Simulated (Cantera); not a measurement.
# Thermodynamics of silicon nitride deposition, feed SiH2Cl2 + NH3 + N2

Feed: 1 mol SiH2Cl2, 0.52 mol NH3, 12 mol N2, equilibrated at 75.0 Torr.

Equilibrium computed with Cantera from the NASA thermochemical tables; the gas is ideal and each condensed phase is pure. Candidate condensed phases: NH4Cl, Si, Si3N4; 28 gas species. The tables' values for SiCl3, SiCl, SiN are old estimates; treat these amounts as uncertain. Gases not in the tables: Si2H6 and higher silanes. Kinetics and transport are ignored.

From 1348 K to 1898 K the condensed part is Si3N4(s). From 1948 K to 1998 K the condensed part is Si(l). The main Si-bearing gas is SiCl4 at 1348 K and SiCl2 at 1998 K. The share of Si in condensed phases is highest at 1348 K (93.4 %) and lowest at 1948 K (30.9 %).

```json
[
 {"T (K)": "1348", "log p N2": "-1.09", "log p HCl": "-1.91", "log p H2": "-2.20", "log p SiCl2": "-4.29", "log p SiCl4": "-3.47", "log p SiCl3": "-4.23", "n Si3N4(s)": "0.311", "n Si(l)": "0"},
 {"T (K)": "1398", "log p N2": "-1.09", "log p HCl": "-1.91", "log p H2": "-2.20", "log p SiCl2": "-3.94", "log p SiCl4": "-3.53", "log p SiCl3": "-4.05", "n Si3N4(s)": "0.309", "n Si(l)": "0"},
 {"T (K)": "1448", "log p N2": "-1.09", "log p HCl": "-1.92", "log p H2": "-2.20", "log p SiCl2": "-3.62", "log p SiCl4": "-3.60", "log p SiCl3": "-3.89", "n Si3N4(s)": "0.303", "n Si(l)": "0"},
 {"T (K)": "1498", "log p N2": "-1.09", "log p HCl": "-1.93", "log p H2": "-2.19", "log p SiCl2": "-3.34", "log p SiCl4": "-3.71", "log p SiCl3": "-3.78", "n Si3N4(s)": "0.294", "n Si(l)": "0"},
 {"T (K)": "1548", "log p N2": "-1.09", "log p HCl": "-1.95", "log p H2": "-2.17", "log p SiCl2": "-3.11", "log p SiCl4": "-3.86", "log p SiCl3": "-3.71", "n Si3N4(s)": "0.279", "n Si(l)": "0"},
 {"T (K)": "1598", "log p N2": "-1.09", "log p HCl": "-1.98", "log p H2": "-2.15", "log p SiCl2": "-2.91", "log p SiCl4": "-4.06", "log p SiCl3": "-3.68", "n Si3N4(s)": "0.260", "n Si(l)": "0"},
 {"T (K)": "1648", "log p N2": "-1.09", "log p HCl": "-2.02", "log p H2": "-2.13", "log p SiCl2": "-2.76", "log p SiCl4": "-4.30", "log p SiCl3": "-3.70", "n Si3N4(s)": "0.237", "n Si(l)": "0"},
 {"T (K)": "1698", "log p N2": "-1.09", "log p HCl": "-2.07", "log p H2": "-2.10", "log p SiCl2": "-2.64", "log p SiCl4": "-4.57", "log p SiCl3": "-3.75", "n Si3N4(s)": "0.212", "n Si(l)": "0"},
 {"T (K)": "1748", "log p N2": "-1.09", "log p HCl": "-2.13", "log p H2": "-2.08", "log p SiCl2": "-2.55", "log p SiCl4": "-4.86", "log p SiCl3": "-3.83", "n Si3N4(s)": "0.187", "n Si(l)": "0"},
 {"T (K)": "1798", "log p N2": "-1.09", "log p HCl": "-2.19", "log p H2": "-2.05", "log p SiCl2": "-2.48", "log p SiCl4": "-5.17", "log p SiCl3": "-3.93", "n Si3N4(s)": "0.164", "n Si(l)": "0"},
 {"T (K)": "1848", "log p N2": "-1.09", "log p HCl": "-2.25", "log p H2": "-2.04", "log p SiCl2": "-2.42", "log p SiCl4": "-5.48", "log p SiCl3": "-4.04", "n Si3N4(s)": "0.142", "n Si(l)": "0"},
 {"T (K)": "1898", "log p N2": "-1.09", "log p HCl": "-2.31", "log p H2": "-2.02", "log p SiCl2": "-2.38", "log p SiCl4": "-5.80", "log p SiCl3": "-4.15", "n Si3N4(s)": "0.122", "n Si(l)": "0"},
 {"T (K)": "1948", "log p N2": "-1.09", "log p HCl": "-2.38", "log p H2": "-2.01", "log p SiCl2": "-2.35", "log p SiCl4": "-6.12", "log p SiCl3": "-4.29", "n Si3N4(s)": "0", "n Si(l)": "0.309"},
 {"T (K)": "1998", "log p N2": "-1.09", "log p HCl": "-2.38", "log p H2": "-2.02", "log p SiCl2": "-2.36", "log p SiCl4": "-6.30", "log p SiCl3": "-4.36", "n Si3N4(s)": "0", "n Si(l)": "0.311"}
]
```
log p: log10 of the partial pressure in bar; n: condensed amount in mol.
